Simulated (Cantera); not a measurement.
Input (Python, Cantera):

```python
import numpy as np
import cantera as ct

gas = ct.Solution("h2o2.yaml")
gas.TP = 300, 32000
flame = ct.CounterflowDiffusionFlame(gas, width=0.02)
flame.fuel_inlet.X, flame.fuel_inlet.T = {'H2': 1}, 450
flame.oxidizer_inlet.X, flame.oxidizer_inlet.T = {'O2': 0.18, 'N2': 0.82}, 750
flame.set_refine_criteria(ratio=3, slope=0.12, curve=0.24, prune=0.03)
show = ['OH', 'H', 'H2O', 'HO2']

rows = []
print(f"{'mdot':>8s}{'a_max':>10s}{'a_mean':>10s}{'Tmax/K':>9s}" + "".join(f"{s:>11s}" for s in show) + "   (peak mole fractions)")
for i, mdot in enumerate([0.19, 0.28, 0.42, 0.62, 0.92, 1.4, 2, 3]):  # kg/m2/s on the oxidiser side
    flame.oxidizer_inlet.mdot, flame.fuel_inlet.mdot = mdot, 0.37 * mdot
    flame.solve(loglevel=0, auto=(i == 0))
    if flame.T.max() < max(450, 750) + 100:
        print(f"{mdot:8.3g}  no burning solution found from the previous one")
        break
    dT = np.abs(np.gradient(flame.T, flame.grid))
    rows.append([flame.strain_rate("max"), flame.strain_rate("mean"), flame.T.max(),
                 *(flame.X[gas.species_index(s)].max() for s in show), max(dT[0], dT[-1]) / dT.max()])
    print(f"{mdot:8.3g}{rows[-1][0]:10.1f}{rows[-1][1]:10.1f}{rows[-1][2]:9.1f}" + "".join(f"{x:11.3e}" for x in rows[-1][3:-1]))
```

It prints:

```
    mdot     a_max    a_mean   Tmax/K         OH          H        H2O        HO2   (peak mole fractions)
    0.19    1032.7     268.3   2005.6  1.739e-02  4.205e-02  2.256e-01  3.811e-05
    0.28    1502.4     395.4   1926.0  1.620e-02  4.649e-02  2.230e-01  4.245e-05
    0.42    2214.8     593.1   1843.1  1.486e-02  5.101e-02  2.208e-01  4.603e-05
    0.62    3259.0     875.5   1771.7  1.381e-02  5.605e-02  2.178e-01  4.903e-05
    0.92    4799.5    1299.1   1694.6  1.239e-02  6.084e-02  2.144e-01  5.202e-05
     1.4    7267.3    1976.9   1602.8  1.053e-02  6.370e-02  2.094e-01  5.492e-05
       2   10335.6    2824.1   1532.3  9.246e-03  6.628e-02  2.027e-01  5.732e-05
       3   15601.6    4236.2   1448.0  7.670e-03  6.702e-02  1.906e-01  6.007e-05
```

Detailed kinetics in Cantera: the H2/O2 subset of GRI-Mech 3.0, which has no nitrogen chemistry. The maximum strain rate includes the flame's own expansion and is several times the mean.
